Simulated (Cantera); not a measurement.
Charge: 1 mol C, a varied amount of H2O, 0.076 mol CO2, equilibrated at 725 K and 1.33 mbar.

These are equilibrium values from Cantera (NASA tables, ideal gas, pure condensed phases), not measurements of a reactor. Candidate condensed phases: C, C6H6, C7H8, C8H18, H2O; 110 gas species. Rates play no part.

### Question
Which condensed phases are stable at each of these points (n(H2O) (mol)): 0.39, 0.71, 1, 1.4, 1.7, 2, 2.3, 2.6?

### Answer
```csv
n(H2O) (mol),condensed phases,C condensed (%)
0.39,C(graphite),65.1
0.71,C(graphite),44.3
1,C(graphite),25.4
1.4,gas only,0.0
1.7,gas only,0.0
2,gas only,0.0
2.3,gas only,0.0
2.6,gas only,0.0
```

From 0.39 mol H2O to 1 mol H2O the condensed part is C(graphite). From 1.4 mol H2O to 2.6 mol H2O nothing is condensed.
